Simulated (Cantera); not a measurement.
Input: 1 mol S, 4.2 mol H2, 0.81 mol O2, held at 0.128 Torr.

Equilibrium computed with Cantera from the NASA thermochemical tables; the gas is ideal and each condensed phase is pure. Candidate condensed phases: H2O, H2SO4, S; 19 gas species. Equilibrium is a limit: real reactors are often held back by kinetics, nucleation or transport.

Question: At 3175 K, list the 5 most abundant gas species with their mole fractions, and the condensed phases.

Answer: H 0.761, O 0.146, S 0.0904, H2 0.00143, SO 0.000466. Condensed: gas only.
